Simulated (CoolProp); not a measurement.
Aqueous calcium chloride as a coolant, 20 % by mass, freezing at -18.3 °C, 1 atm.

The numbers come from the Melinder's fits for secondary coolants in CoolProp.

| T (°C) | density (kg/m³) | Prandtl number | cp (kJ/(kg K)) | viscosity (mPa s) |
|---|---|---|---|---|
| -12.8 | 1188 | 27.2 | 3.013 | 4.76 |
| -7.6 | 1186 | … | 3.031 | 4.01 |
| -2.5 | 1185 | 19.3 | 3.048 | … |
| 2.7 | 1184 | 16.4 | 3.064 | 2.95 |
| 7.8 | 1183 | 14.2 | 3.079 | 2.57 |
| 12.9 | 1182 | … | 3.093 | 2.26 |
| 18.1 | 1181 | 10.8 | 3.106 | 2.00 |
| 23.2 | 1179 | 9.60 | 3.119 | 1.78 |
| 28.3 | 1177 | 8.55 | 3.130 | 1.60 |
| 33.5 | 1175 | 7.65 | 3.141 | … |

Problem. Fill in the missing entries.

Solution. 
- -7.6, Prandtl number: 22.7
- -2.5, viscosity (mPa s): 3.43
- 12.9, Prandtl number: 12.4
- 33.5, viscosity (mPa s): 1.45
